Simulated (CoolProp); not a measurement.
A single-stage vapour-compression cycle with CH3F (R41): evaporating at 213.15 K (dew point), condensing at 237.15 K (bubble point), superheat 8 K, subcooling 5 K, compressor efficiency 0.75, no pressure losses. Each further row changes one setting.

Computed with CoolProp (reference Helmholtz-energy equation of state, Lemmon 2006). It is a short technical equation, of lower accuracy than the large ones.

```json
[
 {"case": "as stated", "cooling COP": "…", "pressure ratio": "2.63", "discharge temperature (K)": "291.8", "refrigerating effect (kJ/kg)": "430", "volumetric capacity (kJ/m³)": "2150"},
 {"case": "evaporating temperature 218.15 K", "cooling COP": "7.82", "pressure ratio": "2.11", "discharge temperature (K)": "280.1", "refrigerating effect (kJ/kg)": "433", "volumetric capacity (kJ/m³)": "2670"},
 {"case": "condensing temperature 232.15 K", "cooling COP": "…", "pressure ratio": "2.19", "discharge temperature (K)": "277.2", "refrigerating effect (kJ/kg)": "441", "volumetric capacity (kJ/m³)": "2210"},
 {"case": "subcooling 10 K", "cooling COP": "…", "pressure ratio": "2.63", "discharge temperature (K)": "291.8", "refrigerating effect (kJ/kg)": "441", "volumetric capacity (kJ/m³)": "2210"},
 {"case": "superheat 18 K", "cooling COP": "…", "pressure ratio": "2.63", "discharge temperature (K)": "305.2", "refrigerating effect (kJ/kg)": "442", "volumetric capacity (kJ/m³)": "2090"},
 {"case": "compressor efficiency 0.65", "cooling COP": "…", "pressure ratio": "2.63", "discharge temperature (K)": "300.9", "refrigerating effect (kJ/kg)": "430", "volumetric capacity (kJ/m³)": "2150"}
]
```

Q: Complete the blanks.

A: 
- as stated, cooling COP: 5.91
- condensing temperature 232.15 K, cooling COP: 7.64
- subcooling 10 K, cooling COP: 6.06
- superheat 18 K, cooling COP: 5.75
- compressor efficiency 0.65, cooling COP: 5.12
